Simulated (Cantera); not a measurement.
A perfectly stirred reactor is fed with CH4 : H2 : H = 0.024 : 1 : 0.081 (molar parts), at 278 Torr; it is held at 2300 K, and followed from long to short residence time.

Computed with Cantera and GRI-Mech 3.0 (53 species, 325 reactions). GRI-Mech 3.0 stops at C3 and has no aromatics, soot or wall deposition, so with more carbon than oxygen in the feed, carbon stays in small species such as C2H2 where larger ones or solid carbon would form.

One state of this run: x CH4 = 0.00481; x H2 = 0.955; x H = 0.0298; x C2H = 9.90e-6; x C2H2 = 0.00704; x C2H6 = 8.70e-7; x C2H4 = 4.33e-5. x: mole fraction; the columns are a selection and need not sum to one.

Problem. Which value of τ (s) does it belong to?
A. 0.0064
B. 0.00019
C. 0.020
D. 0.67

Solution. B, 0.00019
